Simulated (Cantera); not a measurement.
An adiabatic, constant-volume homogeneous reactor starts with CO : H2 : CH4 : O2 : N2 = 1 : 0.77 : 1 : 6.41 : 61.5 (molar parts), equivalence ratio 0.45, at 1650 K and 2.50 bar.

Computed with Cantera and GRI-Mech 3.0 (53 species, 325 reactions).

Question: Predict: time of steepest temperature rise; temperature at 6.00 s; equilibrium temperature; x(CO) at 6.00 s; x(H2) at 6.00 s; x(OH) at 6.00 s; x(CO2) at 6.00 s; x(H2O2) at 6.00 s.

Answer: time of steepest temperature rise: 50.9 µs
temperature at 6.00 s: 2236 K
equilibrium temperature: 2236 K
x(CO) at 6.00 s: 0.000549 (gas-phase equilibrium 0.000549)
x(H2) at 6.00 s: 0.000140 (gas-phase equilibrium 0.000140)
x(OH) at 6.00 s: 0.00182 (gas-phase equilibrium 0.00182)
x(CO2) at 6.00 s: 0.0281 (gas-phase equilibrium 0.0281)
x(H2O2) at 6.00 s: 5.72e-8 (gas-phase equilibrium 5.72e-8)
